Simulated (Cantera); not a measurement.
Charge: 1 mol TiO2, 1.3 mol CH4, 0.64 mol H2, at 62.0 Pa.

These are equilibrium values from Cantera (NASA tables, ideal gas, pure condensed phases), not measurements of a reactor. Candidate condensed phases: C, C6H6, C7H8, C8H18, H2O, Ti, TiC, TiO, TiO2, Ti2O3, Ti3O5, Ti4O7; 113 gas species. Mutual solubility and eutectic melting of coexisting phases are not modelled. TiC, TiO: taken at fixed stoichiometry. Condensed phases not in the tables: solid solutions among these carbides, nitrides and lower oxides. Kinetics and transport are ignored.

x: gas mole fraction; n: condensed amount in mol.

```tsv
T (K)	x H2	x CO	x H	x H2O	x TiO	x CO2	x Ti	n TiC(s)	n Ti2O3(s)	n TiO(s)
1450	0.767	0.232	0.000333	1.63e-5	1.44e-9	2.07e-6	2.86e-11	0.320	0.340	0
1475	0.767	0.232	(withheld)	1.67e-5	(withheld)	2.04e-6	(withheld)	0.320	0.340	0
1500	0.767	0.232	0.000619	1.72e-5	8.73e-9	2.01e-6	2.64e-10	0.320	0.340	0
1525	0.767	0.232	(withheld)	1.76e-5	(withheld)	1.98e-6	(withheld)	0.320	0.340	0
1550	0.767	0.232	0.00111	1.80e-5	4.68e-8	1.95e-6	2.10e-9	0.320	0.340	0
1575	0.766	0.232	0.00146	1.84e-5	1.04e-7	1.92e-6	5.63e-9	0.320	0.340	0
1600	0.766	0.232	0.00191	1.88e-5	2.25e-7	1.90e-6	1.46e-8	0.320	0.340	0
1625	0.766	0.232	0.00248	1.92e-5	4.76e-7	1.87e-6	3.69e-8	0.320	0.340	0
1650	0.735	0.262	0.00313	1.93e-5	9.13e-7	2.13e-6	8.21e-8	0.150	0	0.850
1675	0.735	0.261	0.00400	1.88e-5	1.69e-6	2.02e-6	1.87e-7	0.150	0	0.850
1700	0.734	0.261	0.00507	1.83e-5	3.06e-6	1.91e-6	4.17e-7	0.150	0	0.850
```

### Question
Fill in the missing entries.

### Answer

- 1475, x H: 0.000456
- 1475, x TiO: 3.61e-9
- 1475, x Ti: 8.86e-11
- 1525, x H: 0.000832
- 1525, x TiO: 2.05e-8
- 1525, x Ti: 7.57e-10
